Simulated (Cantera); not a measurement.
Input (Python, Cantera) and output of one run.

```python
import numpy as np
import cantera as ct

gas_names = [...]  # 95 gases of nasa_gas.yaml made of C, F, H
cond_names = """
    C(gr) C6H6(L) C7H8(L) C8H18(L),n-octa
""".split()


# ... load() reads the species with a 1 bar reference pressure and builds the phases ...
atoms = {
    'C2F6': {'C': 2, 'F': 6},
    'H2': {'H': 2},
}
top_T = {'C(gr)': 4500}  # K; cautious upper limits of use, not melting points


# ... equilibrate(T, P, feed) seeds the gas with the atoms and calls Mixture.equilibrate('TP', solver="vcs", rtol=1e-11, max_steps=5000) ...
results = []
T = 2948  # K
P = 133.322  # Pa
for m in [0.17, 0.22, 0.28, 0.37, 0.48, 0.63, 0.82, 1.1, 1.4, 1.8, 2.4, 3.1, 4]:
    feed = {'C2F6': 1, 'H2': m}  # mol
    mix = equilibrate(T, P, feed)
    results.append((T, P, feed, dict(zip(mix.species_names, mix.species_moles))))

top = {s: max(r[3][s] / sum(r[3][g] for g in gas_names) for r in results) for s in gas_names}
cols = sorted((s for s in top if top[s] > 0.0001), key=lambda s: -top[s])[:5]
seen = [c for c in cond_names if any(r[3].get(c, 0) > 1e-12 for r in results)]
print("log10 of partial pressures in bar; condensed amounts in mol")
print(f"{'n(H2)':>10s}" + "".join(f"{s[:9]:>10s}" for s in cols + seen))
for T, P, feed, n in results:
    ng = sum(n[g] for g in gas_names)
    print(f"{feed['H2']:10.4g}" + "".join(f"{np.log10(max(n[s] / ng * P / 1e5, 1e-99)):10.3f}" for s in cols)
          + "".join(f"{n.get(c, 0):10.4g}" for c in seen))
```

It prints:

```
log10 of partial pressures in bar; condensed amounts in mol
     n(H2)         F        HF         H        C3        CF
      0.17    -2.979    -4.204    -5.219    -4.062    -4.067
      0.22    -2.987    -4.093    -5.101    -4.061    -4.075
      0.28    -2.996    -3.991    -4.989    -4.060    -4.084
      0.37    -3.011    -3.873    -4.856    -4.057    -4.097
      0.48    -3.029    -3.763    -4.729    -4.055    -4.115
      0.63    -3.055    -3.651    -4.590    -4.052    -4.140
      0.82    -3.089    -3.544    -4.450    -4.049    -4.173
       1.1    -3.143    -3.430    -4.282    -4.046    -4.226
       1.4    -3.205    -3.343    -4.132    -4.045    -4.288
       1.8    -3.296    -3.262    -3.960    -4.047    -4.379
       2.4    -3.444    -3.195    -3.745    -4.063    -4.533
       3.1    -3.618    -3.174    -3.550    -4.099    -4.718
         4    -3.808    -3.196    -3.382    -4.161    -4.929
```

Equilibrium computed with Cantera from the NASA thermochemical tables; the gas is ideal and each condensed phase is pure. The feed counts by its element totals alone.
